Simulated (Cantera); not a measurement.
An adiabatic, constant-pressure homogeneous reactor starts with H2 : O2 : N2 = 1 : 0.455 : 1.71 (molar parts), equivalence ratio 1.1, at 1475 K and 293 Torr. Integrator tolerance rtol = 1e-08.

Detailed kinetics in Cantera: the H2/O2 subset of GRI-Mech 3.0, which has no nitrogen chemistry.

Q: What does this change do: initial temperature 1475 to 975 K?

A: 
```
quantity                                                            before                                    after
---------------------------------  ---------------------------------------  ---------------------------------------
time of steepest temperature rise                                  36.0 µs                                 0.591 ms
temperature at 0.300 s                                              2779 K                                   2636 K
equilibrium temperature                                             2779 K                                   2636 K
x(H2) at 0.300 s                     0.0684 (gas-phase equilibrium 0.0684)    0.0552 (gas-phase equilibrium 0.0552)
x(O2) at 0.300 s                     0.0138 (gas-phase equilibrium 0.0138)  0.00849 (gas-phase equilibrium 0.00849)
x(H) at 0.300 s                      0.0320 (gas-phase equilibrium 0.0320)    0.0168 (gas-phase equilibrium 0.0168)
x(OH) at 0.300 s                     0.0320 (gas-phase equilibrium 0.0320)    0.0207 (gas-phase equilibrium 0.0207)
x(H2O) at 0.300 s                      0.248 (gas-phase equilibrium 0.248)      0.283 (gas-phase equilibrium 0.283)
x(H2O2) at 0.300 s                 2.20e-7 (gas-phase equilibrium 2.20e-7)  1.52e-7 (gas-phase equilibrium 1.52e-7)
```

Q: What does this change do: constant volume in place of constant pressure?

A: 
| quantity | before | after |
|---|---|---|
| time of steepest temperature rise | 36.0 µs | 35.6 µs |
| temperature at 0.300 s | 2779 K | 2908 K |
| equilibrium temperature | 2779 K | 2908 K |
| x(H2) at 0.300 s | 0.0684 (gas-phase equilibrium 0.0684) | 0.0735 (gas-phase equilibrium 0.0735) |
| x(O2) at 0.300 s | 0.0138 (gas-phase equilibrium 0.0138) | 0.0154 (gas-phase equilibrium 0.0154) |
| x(H) at 0.300 s | 0.0320 (gas-phase equilibrium 0.0320) | 0.0384 (gas-phase equilibrium 0.0384) |
| x(OH) at 0.300 s | 0.0320 (gas-phase equilibrium 0.0320) | 0.0375 (gas-phase equilibrium 0.0375) |
| x(H2O) at 0.300 s | 0.248 (gas-phase equilibrium 0.248) | 0.233 (gas-phase equilibrium 0.233) |
| x(H2O2) at 0.300 s | 2.20e-7 (gas-phase equilibrium 2.20e-7) | 3.65e-7 (gas-phase equilibrium 3.65e-7) |

Q: What does this change do: H2 1 to 2.8 parts?

A: 
```tsv
quantity	before	after
time of steepest temperature rise	36.0 µs	45.1 µs
temperature at 0.300 s	2779 K	2559 K
equilibrium temperature	2779 K	2559 K
x(H2) at 0.300 s	0.0684 (gas-phase equilibrium 0.0684)	0.397 (gas-phase equilibrium 0.397)
x(O2) at 0.300 s	0.0138 (gas-phase equilibrium 0.0138)	3.86e-5 (gas-phase equilibrium 3.86e-5)
x(H) at 0.300 s	0.0320 (gas-phase equilibrium 0.0320)	0.0330 (gas-phase equilibrium 0.0330)
x(OH) at 0.300 s	0.0320 (gas-phase equilibrium 0.0320)	0.00357 (gas-phase equilibrium 0.00357)
x(H2O) at 0.300 s	0.248 (gas-phase equilibrium 0.248)	0.194 (gas-phase equilibrium 0.194)
x(H2O2) at 0.300 s	2.20e-7 (gas-phase equilibrium 2.20e-7)	6.01e-9 (gas-phase equilibrium 6.01e-9)
```
